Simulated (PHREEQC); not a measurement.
# Sulfide liquor: an equilibrium model

Dissolve 0.001 mol/kgw H2S, 0.00065 mol/kgw NaOH and 0.0015 mol/kgw FeCl2 at 20 °C. Closed to the air; pH follows from the charge balance.

Equilibrium calculation in PHREEQC: ion-association model, phreeqc.dat.

Each row changes one thing in this solution. Precipitation was switched off in this run.

```json
[
 {"case": "as made", "pH": "5.76", "ionic strength (mol/kgw)": "0.00420", "H2S (mol/kgw)": "0.000348", "HS- (mol/kgw)": "2.12e-5"},
 {"case": "FeCl2 left out", "pH": "7.27", "ionic strength (mol/kgw)": "0.000650", "H2S (mol/kgw)": "0.000350", "HS- (mol/kgw)": "0.000650"},
 {"case": "0.0018 mol/kgw HF added", "pH": "3.34", "ionic strength (mol/kgw)": "0.00561", "H2S (mol/kgw)": "0.001000", "HS- (mol/kgw)": "2.31e-7"},
 {"case": "temperature from 20 to 5 °C", "pH": "6.01", "ionic strength (mol/kgw)": "0.00420", "H2S (mol/kgw)": "[?]", "HS- (mol/kgw)": "2.11e-5"},
 {"case": "diluted 5-fold with water", "pH": "6.40", "ionic strength (mol/kgw)": "0.000861", "H2S (mol/kgw)": "6.97e-5", "HS- (mol/kgw)": "1.77e-5"},
 {"case": "NaOH from 0.00065 to 0.00013 mol/kgw", "pH": "[?]", "ionic strength (mol/kgw)": "[?]", "H2S (mol/kgw)": "0.000859", "HS- (mol/kgw)": "8.87e-6"}
]
```

What belongs in the gaps?


- temperature from 20 to 5 °C, H2S (mol/kgw): 0.000349
- NaOH from 0.00065 to 0.00013 mol/kgw, pH: 4.99
- NaOH from 0.00065 to 0.00013 mol/kgw, ionic strength (mol/kgw): 0.00443

Species that the database lacks are ignored. Some of these states are supersaturated (in Mackinawite, FeS(ppt), for instance). At this temperature some constants are extrapolated from 25 °C, and those without enthalpy data are left unchanged. Fluoro complexes past AlF4- and FeF3 are missing from the database.
